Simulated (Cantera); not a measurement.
Cantera with NASA thermochemical tables; ideal gases at 1 bar, condensed phases pure. Values are per mole of reaction as written; species without (g) are pure solids or liquids, kept so even where they would boil at 1 bar.

**Question.** Between 750 and 875 K, where is each reaction favourable under standard conditions?
- Si(g) + 3 CH3F(g) ⇌ CF3(g) + SiC2(g) + 9 H(g)

**Answer.** 
- Si(g) + 3 CH3F(g) ⇌ CF3(g) + SiC2(g) + 9 H(g): ΔG° is 1814 kJ at 750 K and 1711 kJ at 875 K; it stays positive (K < 1). ΔH° is 2436 kJ and ΔS° 828 J/K at 875 K.
